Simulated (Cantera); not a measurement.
Charge: 1 mol SiCl4, 1.8 mol HCl, 12 mol H2, equilibrated at 1523 K and 1 atm.

Cantera equilibrium calculation (NASA polynomials, part measured and part estimated; ideal gas, pure solids and liquids). Candidate condensed phases: Si; 19 gas species. The tables' values for SiCl3 are old estimates; treat these amounts as uncertain. Kinetics and transport are ignored.

Base state: H2 0.743, HCl 0.192, SiCl2 0.0262, SiCl4 0.0181, SiCl3 0.0126, SiHCl3 0.00789, SiH2Cl2 0.000553, H 1.98e-5 (mole fractions); condensed: gas only.

### Question
What changes in the equilibrium state with this change: temperature from 1523 K to 1700 K?

### Answer
```
species    before     after
-------  --------  --------
H2          0.743     0.713
HCl         0.192     0.222
SiCl2      0.0262    0.0469
SiCl4      0.0181   0.00420
SiCl3      0.0126    0.0100
Cl        4.10e-6   3.00e-5
H         1.98e-5  0.000124
SiHCl3    0.00789   0.00261
SiH2Cl2  0.000553  0.000283
```

### Question
What changes in the equilibrium state with this change: SiCl4 replaced by Si?

### Answer
```json
[
 {"species": "H2", "before": "0.743", "after": "0.903"},
 {"species": "HCl", "before": "0.192", "after": "0.0717"},
 {"species": "SiCl2", "before": "0.0262", "after": "0.0186"},
 {"species": "SiCl4", "before": "0.0181", "after": "0.00148"},
 {"species": "SiCl3", "before": "0.0126", "after": "0.00304"},
 {"species": "SiHCl3", "before": "0.00789", "after": "0.00210"},
 {"species": "SiH3Cl", "before": "1.14e-5", "after": "3.20e-5"},
 {"species": "SiH2Cl2", "before": "0.000553", "after": "0.000477"},
 {"species": "H", "before": "1.98e-5", "after": "2.18e-5"},
 {"species": "Si(s), mol", "before": "0", "after": "0.647"}
]
```
